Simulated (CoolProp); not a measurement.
A simple Rankine cycle with R125: condensing at 289.15 K, boiler at 2.68 MPa, turbine inlet 365.6 K, turbine efficiency 0.8, pump efficiency 0.6, no recuperator. Each further row changes one setting.

Values from CoolProp's reference Helmholtz-energy equation of state, Lemmon 2005.

```csv
case,thermal efficiency (%),net work (kJ/kg),heat in (kJ/kg),turbine exit temperature (K),volume ratio over the turbine
as stated,7.1,12.4,175,335.3,2.59
turbine inlet 385.6 K,7.1,14.0,197,356.7,2.53
condensing temperature 281.15 K,8.6,15.9,186,328.8,3.27
boiler pressure 1.88 MPa,4.6,8.50,184,348.6,1.76
turbine efficiency 0.7,6.0,10.6,175,337.2,2.62
```
